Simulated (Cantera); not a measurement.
## Thermodynamics of silicon epitaxy and polysilicon growth, feed SiHCl3 + H2

Charge: 1 mol SiHCl3, 9.9 mol H2, equilibrated at 100 Torr.

Equilibrium computed with Cantera from the NASA thermochemical tables; the gas is ideal and each condensed phase is pure. Candidate condensed phases: Si; 19 gas species. The tables' values for SiCl3, SiCl are old estimates; treat these amounts as uncertain. Gases not in the tables: Si2H6 and higher silanes. Equilibrium is a limit: real reactors are often held back by kinetics, nucleation or transport.

```csv
T (K),x H2,x HCl,x SiCl2,x SiCl4,x SiHCl3,n Si(s),n Si(l)
1125,0.897,0.0386,0.00353,0.0402,0.0162,0.279,0
1175,0.887,0.0511,0.00673,0.0353,0.0144,0.297,0
1225,0.874,0.0649,0.0117,0.0293,0.0123,0.310,0
1275,0.861,0.0789,0.0187,0.0225,0.00991,0.314,0
1325,0.848,0.0918,0.0272,0.0157,0.00745,0.308,0
1375,0.837,0.102,0.0360,0.00996,0.00520,0.295,0
1425,0.829,0.110,0.0439,0.00575,0.00340,0.279,0
1475,0.823,0.114,0.0501,0.00312,0.00212,0.264,0
1525,0.820,0.117,0.0547,0.00164,0.00129,0.252,0
1575,0.818,0.118,0.0579,0.000855,0.000790,0.241,0
1625,0.817,0.119,0.0602,0.000453,0.000487,0.232,0
1675,0.816,0.118,0.0620,0.000246,0.000305,0.224,0
1725,0.814,0.121,0.0619,0.000140,0.000196,0,0.234
```
x: gas mole fraction; n: condensed amount in mol.

From 1125 K to 1675 K the condensed part is Si(s). At 1725 K the condensed part is Si(l). The main Si-bearing gas is SiCl4 at 1125 K and SiCl2 at 1725 K. The share of Si in condensed phases is highest at 1275 K (31.4 %) and lowest at 1675 K (22.4 %).
